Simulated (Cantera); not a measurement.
An isothermal, constant-pressure homogeneous reactor starts with C₂H₆ : N₂ : H₂O = 1 : 95 : 0.62 (molar parts), at 1423 K and 0.510 bar.

Computed with Cantera and GRI-Mech 3.0 (53 species, 325 reactions). GRI-Mech 3.0 stops at C3 and has no aromatics, soot or wall deposition, so with more carbon than oxygen in the feed, carbon stays in small species such as C2H2 where larger ones or solid carbon would form.

### Question
Predict: x(C₂H₆) at 50.0 s; x(HCN) at 50.0 s; x(CH₃) at 50.0 s; x(C₂H₂) at 50.0 s; x(C₂H₄) at 50.0 s.

### Answer
- x(C₂H₆) at 50.0 s: 1.78e-7 (gas-phase equilibrium 1.69e-9)
- x(HCN) at 50.0 s: 1.66e-7 (gas-phase equilibrium 0.0123)
- x(CH₃) at 50.0 s: 1.86e-6 (gas-phase equilibrium 1.56e-7)
- x(C₂H₂) at 50.0 s: 0.00879 (gas-phase equilibrium 0.000745)
- x(C₂H₄) at 50.0 s: 5.83e-5 (gas-phase equilibrium 7.07e-6)
